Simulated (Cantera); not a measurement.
What does this Cantera script print?

```python
import numpy as np
import cantera as ct

gas_names = [...]  # 113 gases of nasa_gas.yaml made of C, Cu, H, O
cond_names = """
    C(gr) C6H6(L) C7H8(L) C8H18(L),n-octa Cu(cr) Cu(L) CuO(s) CuO2H2(s) Cu2O(s) Cu2O(L) H2O(s) H2O(L)
""".split()


# ... load() reads the species with a 1 bar reference pressure and builds the phases ...
atoms = {
    'CuO': {'Cu': 1, 'O': 1},
    'CH4': {'C': 1, 'H': 4},
    'CO': {'C': 1, 'O': 1},
}
top_T = {'C(gr)': 4500, 'CuO(s)': 1390}  # K; cautious upper limits of use, not melting points


# ... equilibrate(T, P, feed) seeds the gas with the atoms and calls Mixture.equilibrate('TP', solver="vcs", rtol=1e-11, max_steps=5000) ...
results = []
feed = {'CuO': 1, 'CH4': 0.64, 'CO': 0.62}  # mol
P = 13  # Pa
for T in [923, 1023, 1123, 1223, 1323, 1423, 1523, 1623, 1723, 1823]:
    mix = equilibrate(T, P, feed)
    results.append((T, P, feed, dict(zip(mix.species_names, mix.species_moles))))
    x = sorted(zip(gas.X, gas.species_names), reverse=True)
    print(f"T = {T:g} K  P = {P:g} Pa  gas = {mix.phase_moles(0):.4g} mol")
    print("   x: " + "  ".join(f"{s} {v:.3e}" for v, s in x if v > 1e-05))
    print("   condensed (mol): " + ("  ".join(f"{mix.phase(i).name} {mix.phase_moles(i):.4g}"
          for i in range(1, mix.n_phases) if mix.phase_moles(i) > 1e-12) or "none"))
```

Result:

```
T = 923 K  P = 13 Pa  gas = 2.54 mol
   x: H2 4.537e-01  CO 4.046e-01  CO2 9.150e-02  H2O 5.023e-02
   condensed (mol): Cu(cr) 1
T = 1023 K  P = 13 Pa  gas = 2.54 mol
   x: H2 4.406e-01  CO 4.176e-01  CO2 7.842e-02  H2O 6.331e-02
   condensed (mol): Cu(cr) 1
T = 1123 K  P = 13 Pa  gas = 2.54 mol
   x: H2 4.298e-01  CO 4.285e-01  H2O 7.412e-02  CO2 6.761e-02
   condensed (mol): Cu(cr) 1
T = 1223 K  P = 13 Pa  gas = 2.54 mol
   x: CO 4.371e-01  H2 4.210e-01  H2O 8.283e-02  CO2 5.888e-02  Cu 1.764e-04  H 1.711e-05
   condensed (mol): Cu(cr) 0.9996
T = 1323 K  P = 13 Pa  gas = 2.545 mol
   x: CO 4.432e-01  H2 4.132e-01  H2O 8.962e-02  CO2 5.181e-02  Cu 2.065e-03  H 8.941e-05
   condensed (mol): Cu(cr) 0.9947
T = 1423 K  P = 13 Pa  gas = 2.582 mol
   x: CO 4.424e-01  H2 4.017e-01  H2O 9.383e-02  CO2 4.559e-02  Cu 1.609e-02  H 3.692e-04
   condensed (mol): Cu(L) 0.9584
T = 1523 K  P = 13 Pa  gas = 2.801 mol
   x: CO 4.118e-01  H2 3.658e-01  Cu 9.263e-02  H2O 9.053e-02  CO2 3.797e-02  H 1.226e-03  Cu2 4.201e-05
   condensed (mol): Cu(L) 0.7403
T = 1623 K  P = 13 Pa  gas = 3.545 mol
   x: CO 3.280e-01  H2 2.853e-01  Cu 2.818e-01  H2O 7.406e-02  CO2 2.745e-02  H 3.238e-03  Cu2 1.510e-04  OH 3.519e-05
   condensed (mol): none
T = 1723 K  P = 13 Pa  gas = 3.555 mol
   x: CO 3.291e-01  Cu 2.812e-01  H2 2.800e-01  H2O 7.577e-02  CO2 2.536e-02  H 8.463e-03  OH 1.255e-04  Cu2 6.511e-05
   condensed (mol): none
T = 1823 K  P = 13 Pa  gas = 3.576 mol
   x: CO 3.286e-01  Cu 2.796e-01  H2 2.713e-01  H2O 7.654e-02  CO2 2.371e-02  H 1.979e-02  OH 3.886e-04  Cu2 3.052e-05  O 2.179e-05
   condensed (mol): none
```

These are equilibrium values from Cantera (NASA tables, ideal gas, pure condensed phases), not measurements of a reactor.
